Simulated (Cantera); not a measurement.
Input (Python, Cantera):

```python
import numpy as np
import cantera as ct

gas = ct.Solution("gri30.yaml")
gas.TPX = 1823, 12000, {'C2H6': 1, 'H2': 50}
reactor = ct.IdealGasConstPressureReactor(gas, energy="off", clone=False)
net = ct.ReactorNet([reactor])
net.rtol, net.atol = 1e-08, 1e-18
show = ['C2H6', 'H2', 'C2H', 'CH2', 'C2H4', 'C2H2', 'H']
times = np.geomspace(0.0001, 60, 12)

steps = ct.SolutionArray(gas, extra=["t"])
rows = []
print(f"{'t/s':>10s}{'T/K':>9s}{'P/Pa':>11s}" + "".join(f"{s:>11s}" for s in show))
for t in times:
    while net.time < t:
        t_next = net.step()
        steps.append(gas.state, t=t_next)
    rows.append([np.interp(t, steps.t, y) for y in (steps.T, steps.P, *steps(*show).X.T)])
    print(f"{t:10.3e}{rows[-1][0]:9.1f}{rows[-1][1]:11.4g}" + "".join(f"{x:11.3e}" for x in rows[-1][2:]))
rate = np.gradient(steps.T, steps.t)
print("integrator steps:", len(steps.t))
if steps.T.max() > steps.T[0] + 200:
    print(f"time of steepest temperature rise: {steps.t[rate.argmax()]:.4e} s")
gas.TPX = 1823, 12000, {'C2H6': 1, 'H2': 50}
gas.equilibrate("TP")
print(f"equilibrium (TP): T = {gas.T:.1f} K  " + "  ".join(f"{s} {gas[s].X[0]:.3e}" for s in show))
```

It prints:

```
       t/s      T/K       P/Pa       C2H6         H2        C2H        CH2       C2H4       C2H2          H
 1.000e-04   1823.0    1.2e+04  1.975e-05  9.627e-01  2.158e-07  9.798e-06  2.084e-03  4.268e-03  5.055e-03
 3.352e-04   1823.0    1.2e+04  1.136e-05  9.649e-01  2.112e-07  4.641e-06  3.462e-04  6.449e-03  3.282e-03
 1.123e-03   1823.0    1.2e+04  5.729e-06  9.669e-01  1.355e-07  1.684e-06  1.129e-04  7.224e-03  1.884e-03
 3.766e-03   1823.0    1.2e+04  2.977e-06  9.682e-01  9.583e-08  7.220e-07  7.221e-05  7.886e-03  1.222e-03
 1.262e-02   1823.0    1.2e+04  2.195e-06  9.695e-01  1.046e-07  5.874e-07  6.101e-05  9.089e-03  1.159e-03
 4.231e-02   1823.0    1.2e+04  1.200e-06  9.723e-01  1.368e-07  4.535e-07  4.890e-05  1.171e-02  1.180e-03
 1.418e-01   1823.0    1.2e+04  3.340e-07  9.760e-01  1.809e-07  2.544e-07  4.119e-05  1.513e-02  1.212e-03
 4.753e-01   1823.0    1.2e+04  5.142e-08  9.784e-01  2.117e-07  1.029e-07  4.143e-05  1.741e-02  1.236e-03
 1.593e+00   1823.0    1.2e+04  9.510e-09  9.793e-01  2.237e-07  4.063e-08  4.269e-05  1.827e-02  1.245e-03
 5.340e+00   1823.0    1.2e+04  5.853e-09  9.795e-01  2.259e-07  2.892e-08  4.300e-05  1.843e-02  1.247e-03
 1.790e+01   1823.0    1.2e+04  5.807e-09  9.795e-01  2.259e-07  2.874e-08  4.300e-05  1.843e-02  1.247e-03
 6.000e+01   1823.0    1.2e+04  5.807e-09  9.795e-01  2.259e-07  2.874e-08  4.300e-05  1.843e-02  1.247e-03
integrator steps: 1267
equilibrium (TP): T = 1823.0 K  C2H6 5.808e-09  H2 9.795e-01  C2H 2.259e-07  CH2 2.874e-08  C2H4 4.300e-05  C2H2 1.843e-02  H 1.247e-03
```

Cantera simulation using GRI-Mech 3.0 (53 species, 325 reactions); the numbers are that mechanism's predictions, not measurements. GRI-Mech 3.0 stops at C3 and has no aromatics, soot or wall deposition, so with more carbon than oxygen in the feed, carbon stays in small species such as C2H2 where larger ones or solid carbon would form.
